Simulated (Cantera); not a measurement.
An adiabatic, constant-pressure homogeneous reactor starts with H2 : O2 : N2 = 1 : 1.28 : 4.82 (molar parts), equivalence ratio 0.39, at 1100 K and 500000 Pa. Integrator tolerance rtol = 1e-08.

Model: GRI-Mech 3.0 (53 species, 325 reactions), integrated in Cantera. The hydrogen kinetics of GRI-Mech 3.0 are dated; newer H2 mechanisms differ, most at raised pressure.

| quantity | before | after |
|---|---|---|
| time of steepest temperature rise | 0.646 ms | 95.8 µs |
| temperature at 0.600 s | 2088 K | 2087 K |
| equilibrium temperature | 2085 K | 2079 K |
| x(H2) at 0.600 s | 0.000109 (gas-phase equilibrium 0.000107) | 0.000238 (gas-phase equilibrium 0.000227) |
| x(O2) at 0.600 s | 0.115 (gas-phase equilibrium 0.114) | 0.116 (gas-phase equilibrium 0.114) |
| x(NO) at 0.600 s | 0.00552 (gas-phase equilibrium 0.00681) | 0.00307 (gas-phase equilibrium 0.00670) |
| x(HO2) at 0.600 s | 4.64e-6 (gas-phase equilibrium 4.57e-6) | 3.11e-6 (gas-phase equilibrium 2.98e-6) |
| x(H2O) at 0.600 s | 0.150 (gas-phase equilibrium 0.150) | 0.149 (gas-phase equilibrium 0.150) |
| x(H2O2) at 0.600 s | 2.79e-7 (gas-phase equilibrium 2.76e-7) | 1.25e-7 (gas-phase equilibrium 1.21e-7) |
| x(OH) at 0.600 s | 0.00218 (gas-phase equilibrium 0.00215) | 0.00324 (gas-phase equilibrium 0.00311) |

### Question
What was changed between the two runs?
(A) N2 4.82 to 11 parts
(B) initial temperature 1100 to 1223 K
(C) pressure from 500000 Pa to 101000 Pa
(D) constant volume in place of constant pressure

### Answer
C, pressure from 500000 Pa to 101000 Pa
